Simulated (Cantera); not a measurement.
Input: 1 mol TiO2, 2.7 mol HCl, equilibrated at 1225 K and 190000 Pa.

These are equilibrium values from Cantera (NASA tables, ideal gas, pure condensed phases), not measurements of a reactor. Candidate condensed phases: H2O, Ti, TiCl2, TiCl3, TiCl4, TiO, TiO2, Ti2O3, Ti3O5, Ti4O7; 23 gas species. Gases not in the tables: TiO(OH)2. Equilibrium is a limit: real reactors are often held back by kinetics, nucleation or transport.

Base state: HCl 0.986, H2O 0.00932, TiCl4 0.00466, H2 5.04e-5, Cl2 3.73e-5, Cl 2.70e-5 (mole fractions); condensed: TiO2(rutile).

### Question
What changes in the equilibrium state with this change: 0.19 mol Cl2 added?

### Answer
```csv
species,before,after
HCl,0.986,0.921
Cl2,3.73e-5,0.0654
H2O,0.00932,0.00849
Cl,2.70e-5,0.00113
TiCl4,0.00466,0.00427
O2,<1e-9,2.70e-5
H2,5.04e-5,2.51e-8
"TiO2(rutile), mol",0.987,0.988
```

### Question
What changes in the equilibrium state with this change: 0.049 mol H2O added?

### Answer
```json
[
 {"species": "HCl", "before": "0.986", "after": "0.979"},
 {"species": "H2O", "before": "0.00932", "after": "0.0198"},
 {"species": "TiCl4", "before": "0.00466", "after": "0.00100"},
 {"species": "Cl2", "before": "3.73e-5", "after": "3.69e-5"},
 {"species": "Cl", "before": "2.70e-5", "after": "2.69e-5"},
 {"species": "H2", "before": "5.04e-5", "after": "5.02e-5"},
 {"species": "TiO2(rutile), mol", "before": "0.987", "after": "0.997"}
]
```

### Question
What changes in the equilibrium state with this change: temperature from 1225 K to 1525 K?

### Answer
```
species             before     after
-----------------  -------  --------
HCl                  0.986     0.979
H2O                0.00932    0.0132
TiCl4              0.00466   0.00655
TiCl3              8.14e-7   3.92e-5
Cl                 2.70e-5  0.000631
H2                 5.04e-5  0.000456
TiO2(rutile), mol    0.987     0.982
```
